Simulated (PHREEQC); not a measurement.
Dissolve 2.8 mmol/kgw MgCl2 and 0.32 mmol/kgw NaBr at 25 °C. Closed to the air; pH follows from the charge balance.

All values are PHREEQC results (ion-association model, wateq4f.dat), not measurements.

Question: The ionic strength comes out as 0.00872 mol/kgw. What activity coefficients do Mg+2, Na+, Cl-, Br- get?

Answer: Mg+2 0.69, Na+ 0.91, Cl- 0.91, Br- 0.91.

This is a speciation only: nothing precipitates in the calculation.
